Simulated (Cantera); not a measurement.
An isothermal, constant-pressure homogeneous reactor starts with 4.03 % H2, 96.0 % O2, equivalence ratio 0.021, at 1025 K and 460 Pa.

Model: GRI-Mech 3.0 (53 species, 325 reactions), integrated in Cantera. Radical loss at walls, strong at low pressure, is not modelled. The temperature is held fixed by assumption; the heat of reaction is taken as removed at once.

x: mole fraction; the columns are a selection and need not sum to one.

```csv
t (s),x H2,x O2,x H2O2,x OH,x O
2.00e-5,0.0403,0.960,<1e-12,<1e-12,<1e-12
0.000100,0.0403,0.960,<1e-12,3.25e-12,3.47e-12
0.000502,0.0403,0.960,<1e-12,4.98e-11,6.67e-11
0.00252,0.0403,0.960,<1e-12,___,1.97e-9
0.0126,0.0402,0.960,9.29e-11,___,7.03e-5
0.0632,0.000502,0.936,2.21e-8,___,0.0197
0.317,0.000160,0.952,2.52e-8,___,0.00608
1.59,1.15e-5,0.958,1.99e-8,___,0.000441
7.96,5.65e-7,0.959,7.17e-9,___,2.26e-5
39.9,4.47e-8,0.959,1.67e-9,___,1.84e-6
200,5.58e-9,0.959,3.46e-10,___,2.35e-7
```

Problem. Complete the blanks.

Solution. 
- 0.00252, x OH: 1.04e-9
- 0.0126, x OH: 3.55e-5
- 0.0632, x OH: 0.00134
- 0.317, x OH: 0.000754
- 1.59, x OH: 0.000202
- 7.96, x OH: 4.59e-5
- 39.9, x OH: 1.31e-5
- 200, x OH: 4.68e-6
